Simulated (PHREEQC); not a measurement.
Dissolve 0.015 mol/kgw HF, 0.0011 mol/kgw (NH4)2SiF6 and 7.8e-05 mol/kgw H3AsO4 at 25 °C. Closed to the air; pH follows from the charge balance.

All values are PHREEQC results (ion-association model, wateq4f.dat), not measurements.

Each row changes one thing in this solution. This is a speciation only: nothing precipitates in the calculation.

```tsv
case	pH	ionic strength (mol/kgw)	HF (mol/kgw)	F- (mol/kgw)	H2F2 (mol/kgw)	HF2- (mol/kgw)	SI of Quartz (SiO2)
as made	2.55	0.00636	0.0112	0.00288	0.000328	0.000124	-3.64
(NH4)2SiF6 replaced by H4SiO4 at the same molality	[?]	0.00478	0.00670	0.00140	0.000117	3.60e-5	[?]
H3AsO4 from 7.8e-05 to 7.8e-06 mol/kgw	2.55	0.00633	0.0112	0.00290	0.000327	0.000125	[?]
(NH4)2SiF6 from 0.0011 to 0.00055 mol/kgw	2.55	0.00468	0.0112	0.00285	0.000330	0.000123	-3.93
temperature from 25 to 5 °C	2.49	0.00677	0.0104	0.00331	0.000558	0.000107	-4.77
(NH4)2SiF6 from 0.0011 to 0.00121 mol/kgw	2.55	0.00669	0.0112	0.00288	0.000328	0.000124	-3.61
HF from 0.015 to 0.0225 mol/kgw	[?]	0.00711	0.0170	0.00353	0.000754	0.000231	-4.55
0.0027 mol/kgw KHF2 added	2.66	0.00837	0.0141	0.00476	0.000518	0.000258	-4.49
```

Q: Fill in the missing entries.

A: 
- (NH4)2SiF6 replaced by H4SiO4 at the same molality, pH: 2.46
- (NH4)2SiF6 replaced by H4SiO4 at the same molality, SI of Quartz (SiO2): -2.11
- H3AsO4 from 7.8e-05 to 7.8e-06 mol/kgw, SI of Quartz (SiO2): -3.65
- HF from 0.015 to 0.0225 mol/kgw, pH: 2.45

Constants without temperature data keep their 25 °C values here. SiF6-2 is the database's only silicon fluoride.
